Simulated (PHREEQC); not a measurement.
A solution holds 79 mmol/kgw HF, 0.21 mmol/kgw (CH3)4NF and 2 mmol/kgw H2SiF6, at 40 °C. Closed to the air; pH follows from the charge balance.

The numbers come from PHREEQC with the ion-association model, phreeqc.dat.

Each row changes one thing in this solution. This is a speciation only: nothing precipitates in the calculation.

| case | pH | ionic strength (mol/kgw) | HF (mol/kgw) | F- (mol/kgw) | HF2- (mol/kgw) |
|---|---|---|---|---|---|
| as made | 2.05 | 0.0120 | 0.0718 | 0.00461 | 0.00139 |
| (CH3)4NF from 0.00021 to 0.00042 mol/kgw | 2.06 | 0.0121 | 0.0719 | 0.00468 | 0.00141 |
| H2SiF6 from 0.002 to 0.0002 mol/kgw | 2.16 | 0.00793 | 0.0702 | 0.00566 | 0.00167 |
| H2SiF6 replaced by Cu(BF4)2 at the same molality | 2.17 | 0.0135 | 0.0698 | 0.00588 | 0.00172 |
| HF left out | 2.53 | 0.00468 | 0.00351 | 0.000656 | ___ |
| (CH3)4NF left out | 2.05 | 0.0119 | 0.0717 | 0.00455 | ___ |

Task: Complete the blanks.

Result: 
- HF left out, HF2- (mol/kgw): 9.68e-6
- (CH3)4NF left out, HF2- (mol/kgw): 0.00137

Some of these states are supersaturated (in Quartz (slow to form), Chalcedony (slow to form), for instance). (CH3)4N+ isn't in the database: it is added as a free cation with an ion size of 4 Å. Constants without temperature data keep their 25 °C values here. Real BF4- forms and hydrolyses slowly; the run takes it at equilibrium.
